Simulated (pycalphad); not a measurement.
## Phase fractions of Si-75.3Al-0.6Mn (at.%)

CALPHAD calculation (pycalphad, COST 507 light-alloy database (1999)), 1 atm. These are 1990s assessments: newer ones move some temperatures and phases. Amounts are mole fractions of atoms.

| T (°C) | liquid | diamond (Si) | ALMNSI_ALPHA | fcc |
|---|---|---|---|---|
| 777 | 1.000 | - | - | - |
| 677 | 0.937 | 0.063 | - | - |
| 577 | 0.838 | 0.136 | 0.026 | - |
| 477 | - | … | 0.034 | … |
| 377 | - | … | 0.034 | … |
| 277 | - | 0.237 | 0.034 | 0.729 |

Fill in the missing entries.


- 477, diamond (Si): 0.232
- 477, fcc: 0.734
- 377, diamond (Si): 0.235
- 377, fcc: 0.730

Database names, with the compositions (at.%) that they take in these runs: ALMNSI_ALPHA: Al 70 Mn 17 Si 12.
